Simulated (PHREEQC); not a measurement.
Consider water at 25 °C with 0.069 mol/kgw CuSO4, 0.00011 mol/kgw HBF4 and 0.39 mol/kgw Na2SO4. Closed to the air; pH follows from the charge balance.

All values are PHREEQC results (ion-association model, phreeqc.dat), not measurements.

Task: The ionic strength comes out as 0.989 mol/kgw. What activity coefficients do NaSO4-, Cu+2, CuOH+, Na+, SO4-2 get?

Result: NaSO4- 0.66, Cu+2 0.21, CuOH+ 0.60, Na+ 0.73, SO4-2 0.15.

Precipitation was switched off in this run. Ionic strength above about 0.7 mol/kgw puts this run outside the model's range. Species that the database lacks are ignored. Real BF4- forms and hydrolyses slowly; the run takes it at equilibrium.
